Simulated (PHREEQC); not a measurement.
Make-up at 75 °C: 0.0018 mol/kgw NaHSO4, 9.7e-05 mol/kgw Na2HPO4 and 0.00087 mol/kgw NaCl. Closed to the air; pH follows from the charge balance.

All values are PHREEQC results (ion-association model, phreeqc.dat), not measurements.

This is a speciation only: nothing precipitates in the calculation.

**Question.** Predict the pH.

**Answer.** pH 2.93.

**Question.** In which forms is S present?

**Answer.** SO4-2 75 %, HSO4- 24 %, NaSO4- 1.0 % of the S.

Away from 25 °C the constants follow the database's enthalpies or fits; those with neither stay at their 25 °C values.
